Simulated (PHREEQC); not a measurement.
Consider water at 10 °C with 0.66 mmol/kgw Ba(OH)2. Closed to the air; pH follows from the charge balance.

The numbers come from PHREEQC with the ion-association model, wateq4f.dat.

Precipitation was switched off in this run.

Task: Estimate the pH.

Result: pH 11.63.

Task: In which forms is Ba present?

Result: Ba+2 99 %, BaOH+ 1.2 % of the Ba.

At this temperature some constants are extrapolated from 25 °C, and those without enthalpy data are left unchanged.
